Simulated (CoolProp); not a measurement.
Vapour-liquid equilibrium of ethanol (1) + isohexane (2) at 425.3 K; x and y are mole fractions of (1).

The numbers come from the multi-fluid Helmholtz-energy mixture model, Schroeder 2014 and Lemmon 2006; pair parameters Bell 2016 in CoolProp.

| x | bubble pressure, mixture model (MPa) | bubble pressure, Raoult's law (MPa) | y, mixture model | y, Raoult's law |
|---|---|---|---|---|
| 0.05 | 1.058 | 0.9451 | 0.126 | 0.055 |
| 0.2 | 1.282 | 0.9597 | 0.335 | 0.216 |
| 0.35 | ? | 0.9742 | 0.442 | 0.373 |
| 0.5 | 1.412 | 0.9888 | 0.516 | 0.525 |
| 0.65 | 1.399 | 1.003 | ? | 0.672 |
| 0.8 | 1.329 | 1.018 | ? | 0.815 |
| 0.95 | 1.143 | 1.032 | 0.879 | 0.954 |

**Question.** Complete the blanks.

**Answer.** 
- 0.35, bubble pressure, mixture model (MPa): 1.381
- 0.65, y, mixture model: 0.586
- 0.8, y, mixture model: 0.684

The largest gap from Raoult's law is +42.8 % in bubble pressure, at x = 0.5. y crosses x between x = 0.5 and 0.65: the model has an azeotrope there.

Pair parameters are fitted to limited data, so mixtures are less certain than the pure fluids.
